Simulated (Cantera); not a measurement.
An adiabatic, constant-volume homogeneous reactor starts with 5.39 % CH4, 0.969 % C2H6, 0.592 % C3H8, 18.2 % O2, 68.4 % N2, 6.46 % H2, equivalence ratio 1.1, at 1475 K and 63000 Pa.

Detailed kinetics in Cantera: GRI-Mech 3.0 (53 species, 325 reactions).

Predict: time of steepest temperature rise; temperature at 0.500 s; equilibrium temperature; x(O) at 0.500 s; x(H2O2) at 0.500 s.


| Quantity | Result |
|---|---|
| time of steepest temperature rise | 0.110 ms |
| temperature at 0.500 s | 2900 K |
| equilibrium temperature | 2900 K |
| x(O) at 0.500 s | 0.00833 (gas-phase equilibrium 0.00833) |
| x(H2O2) at 0.500 s | 3.13e-7 (gas-phase equilibrium 3.13e-7) |
